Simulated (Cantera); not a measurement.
Feed: 1 mol CuO, a varied amount of H₂, 0.2 mol H₂O, held at 1877 °C and 3.60 bar.

These are equilibrium values from Cantera (NASA tables, ideal gas, pure condensed phases), not measurements of a reactor. Candidate condensed phases: Cu, CuO, Cu(OH)₂, Cu₂O, H₂O; 12 gas species. Each liquid is taken as pure. Mutual solubility and eutectic melting of coexisting phases are not modelled. Kinetics and transport are ignored.

Question: Which condensed phases are stable at each of these points (n(H₂) (mol)): 0.3, 0.45, 0.67, 1, 1.5, 2.3, 3.4, 5.1?

Answer: 
```
n(H₂) (mol)  condensed phases  Cu condensed (%)
-----------  ----------------  ----------------
0.3                   Cu₂O(l)              99.9
0.45                  Cu₂O(l)              99.8
0.67          Cu(l) + Cu₂O(l)              99.6
1                       Cu(l)              99.5
1.5                     Cu(l)              99.2
2.3                     Cu(l)              98.9
3.4                     Cu(l)              98.4
5.1                     Cu(l)              97.6
```

From 0.3 mol H₂ to 0.45 mol H₂ the condensed part is Cu₂O(l). At 0.67 mol H₂ the condensed part is Cu(l) + Cu₂O(l). From 1 mol H₂ to 5.1 mol H₂ the condensed part is Cu(l).
